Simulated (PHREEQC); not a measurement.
Dissolve 0.017 mol/kgw NH3, 0.00043 mol/kgw H4SiO4 and 0.0014 mol/kgw K2CO3 at 25 °C. Closed to the air; pH follows from the charge balance.

All values are PHREEQC results (ion-association model, phreeqc.dat), not measurements.

```json
[
 {"quantity": "pH", "before": "10.71", "after": "9.75"},
 {"quantity": "ionic strength (mol/kgw)", "before": "0.00445", "after": "0.00364"},
 {"quantity": "NH3 (mol/kgw)", "before": "0.0164", "after": "0.0166"},
 {"quantity": "NH4+ (mol/kgw)", "before": "0.000599", "after": "0.000363"},
 {"quantity": "HCO3- (mol/kgw)", "before": "0.000350", "after": "0.000926"},
 {"quantity": "H4SiO4 (mol/kgw)", "before": "4.65e-5", "after": "0.000110"},
 {"quantity": "SI of Quartz (SiO2)", "before": "-0.35", "after": "-0.55"}
]
```

Problem. What was changed between the two runs?
(A) NH3 from 0.017 to 0.0085 mol/kgw
(B) temperature from 25 to 5 °C
(C) temperature from 25 to 70 °C
(D) NH3 replaced by NH4BF4 at the same molality
(E) K2CO3 from 0.0014 to 0.0021 mol/kgw

Solution. C, temperature from 25 to 70 °C

Precipitation was switched off in this run. At this temperature some constants are extrapolated from 25 °C, and those without enthalpy data are left unchanged.
